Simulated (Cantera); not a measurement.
## Thermodynamics of silicon carbide growth, feed (CH3)2SiCl2 + CH4 + H2

Input: 1 mol (CH3)2SiCl2, 0.21 mol CH4, a varied amount of H2, held at 750 °C and 0.320 bar.

These are equilibrium values from Cantera (NASA tables, ideal gas, pure condensed phases), not measurements of a reactor. Candidate condensed phases: C, C6H6, C7H8, C8H18, Si, SiC; 109 gas species. The feed counts by its element totals alone. The tables' values for SiCl3 are old estimates; treat these amounts as uncertain. Kinetics and transport are ignored.

| n(H2) (mol) | x H2 | x HCl | x SiCl4 | x CH4 | x SiHCl3 | x SiCl3 | x SiH2Cl2 | n C(graphite) | n SiC(s) |
|---|---|---|---|---|---|---|---|---|---|
| 1.7 | 0.816 | 0.104 | 0.0590 | 0.0160 | 0.00390 | 0.000178 | 2.86e-5 | 1.48 | 0.642 |
| 3.7 | 0.845 | 0.0958 | 0.0390 | 0.0171 | 0.00291 | 0.000130 | 2.41e-5 | 1.40 | 0.678 |
| 8.2 | 0.878 | 0.0820 | 0.0193 | 0.0185 | 0.00175 | 7.69e-5 | 1.76e-5 | 1.24 | 0.743 |
| 18 | 0.910 | 0.0634 | 0.00644 | 0.0198 | 0.000783 | 3.38e-5 | 1.05e-5 | 0.936 | 0.841 |
| 40 | 0.937 | 0.0411 | 0.00107 | 0.0210 | 0.000207 | 8.80e-6 | 4.43e-6 | 0.353 | 0.944 |
| 88 | 0.965 | 0.0213 | 0.000121 | 0.0134 | 4.65e-5 | 1.95e-6 | 1.98e-6 | 0 | 0.984 |
| 190 | 0.983 | 0.0103 | 1.39e-5 | 0.00629 | 1.13e-5 | 4.69e-7 | 1.02e-6 | 0 | 0.995 |
| 430 | 0.993 | 0.00460 | 1.27e-6 | 0.00280 | 2.32e-6 | 9.57e-8 | 4.69e-7 | 0 | 0.998 |
| 950 | 0.997 | 0.00210 | 1.20e-7 | 0.00127 | 4.84e-7 | 1.99e-8 | 2.16e-7 | 0 | 0.999 |
x: gas mole fraction; n: condensed amount in mol.

From 1.7 mol H2 to 40 mol H2 the condensed part is C(graphite) + SiC(s). From 88 mol H2 to 950 mol H2 the condensed part is SiC(s). The main Si-bearing gas is SiCl4 at 1.7 mol H2 and SiHCl3 at 950 mol H2. The share of Si in condensed phases is highest at 950 mol H2 (99.9 %) and lowest at 1.7 mol H2 (64.2 %).
